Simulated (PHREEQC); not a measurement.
Make-up at 20 °C: 57 mmol/kgw ZnBr2. Closed to the air; pH follows from the charge balance.

Model: ion-association model, phreeqc.dat, run in PHREEQC.

Each row changes one thing in this solution. This is a speciation only: nothing precipitates in the calculation.

```
case                                  pH  ZnBr+ (mol/kgw)  ZnBr2 (mol/kgw)  ZnOH+ (mol/kgw)  Zn(OH)2 (mol/kgw)  SI of Zn(OH)2(e) (Zn(OH)2)
----------------------------------  ----  ---------------  ---------------  ---------------  -----------------  --------------------------
as made                             5.42         0.000504          1.17e-5          4.67e-6            1.51e-8                       -2.40
diluted 5-fold with water           5.67          3.47e-5          2.20e-7          2.42e-6            1.60e-8                       -2.39
0.0032 mol/kgw KCl added            5.41         0.000500          1.16e-5          4.50e-6            1.41e-8                       -2.43
diluted 10-fold with water          5.79          1.03e-5          3.56e-8          1.79e-6            1.62e-8                       -2.39
ZnBr2 from 0.057 to 0.0627 mol/kgw  5.41         0.000586          1.47e-5          4.84e-6            1.50e-8                       -2.40
diluted 100-fold with water         6.21          1.42e-7         5.89e-11          6.01e-7            1.57e-8                       -2.40
ZnBr2 from 0.057 to 0.57 mol/kgw    5.17           0.0131          0.00191          9.23e-6            1.41e-8                       -2.28
ZnBr2 from 0.057 to 0.0057 mol/kgw  5.79          1.03e-5          3.56e-8          1.79e-6            1.62e-8                       -2.39
```

The ionic strength passes 0.7 mol/kgw, the rough limit of the ion-association models, in ZnBr2 from 0.057 to 0.57 mol/kgw.
